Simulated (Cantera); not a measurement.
Feed: 1 mol c-C4F8, 0.13 mol CH4, 0.042 mol Si, at 600 K and 1.33 mbar.

These are equilibrium values from Cantera (NASA tables, ideal gas, pure condensed phases), not measurements of a reactor. Candidate condensed phases: C, C6H6, C7H8, C8H18, Si, SiC; 113 gas species. The feed counts by its element totals alone. Condensed phases not in the tables: fluorocarbon polymer. Gases not in the tables: C2F6 and larger saturated fluorocarbons. Kinetics and transport are ignored.

Base state: CF4 0.765, HF 0.218, SiF4 0.0176 (mole fractions); condensed: C(graphite).

### Question
What changes in the equilibrium state with this change: CH4 from 0.13 to 0.2 mol?

### Answer
```csv
species,before,after
CF4,0.765,0.676
HF,0.218,0.308
SiF4,0.0176,0.0162
"C(graphite), mol",2.30,2.44
```

### Question
What changes in the equilibrium state with this change: Si from 0.042 to 0.22 mol?

### Answer
```
species           before   after
----------------  ------  ------
CF4                0.765   0.690
HF                 0.218   0.218
SiF4              0.0176  0.0921
C(graphite), mol    2.30    2.48
```

### Question
What changes in the equilibrium state with this change: CH4 from 0.13 to 0.23 mol?

### Answer
```
species           before   after
----------------  ------  ------
CF4                0.765   0.642
HF                 0.218   0.342
SiF4              0.0176  0.0156
C(graphite), mol    2.30    2.50
```
